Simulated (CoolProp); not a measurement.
The fluid at 293.15 K and 0.319 MPa is compressed adiabatically to 1.02 MPa with isentropic efficiency 1. The same conditions are run with several fluids, on thermodynamics alone (safety and materials aside).

Computed with CoolProp (reference Helmholtz-energy equation of state of each fluid (R152A: Outcalt 1996; R404A: Lemmon 2003; R407C: Lemmon 2003; propane: Lemmon 2009; CH3F (R41): Lemmon 2006)). Blends and air are pseudo-pure fits.

**Question.** Rank R152A, R404A, R407C, propane, CH3F (R41) by work (kJ/kg), highest first.

**Answer.** CH3F (R41) (91.6), propane (63.2), R152A (41.6), R407C (32.6), R404A (28.3)

```
fluid       final temperature (K)  final density (kg/m³)
----------  ---------------------  ---------------------
R152A                       343.2                   27.5
R404A                       333.0                   41.0
R407C                       339.7                   34.9
propane                     337.9                   18.2
CH3F (R41)                  376.3                   11.5
```
